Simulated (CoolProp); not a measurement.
Model: reference Helmholtz-energy equation of state, Thol 2022, in CoolProp.

Question: Give the vapour pressure (MPa), vapour density (kg/m³), enthalpy of vaporisation (kJ/kg), liquid cp (kJ/(kg K)) of saturated vinyl chloride at 288.9, 316.3, 371 K.

Answer: 
| T (K) | p (MPa) | vapour density (kg/m³) | enthalpy of vaporisation (kJ/kg) | liquid cp (kJ/(kg K)) |
|---|---|---|---|---|
| 288.9 | 0.297 | 8.23 | 331 | 1.52 |
| 316.3 | 0.656 | 17.5 | 305 | 1.58 |
| 371 | 2.22 | 60.7 | 237 | 1.89 |
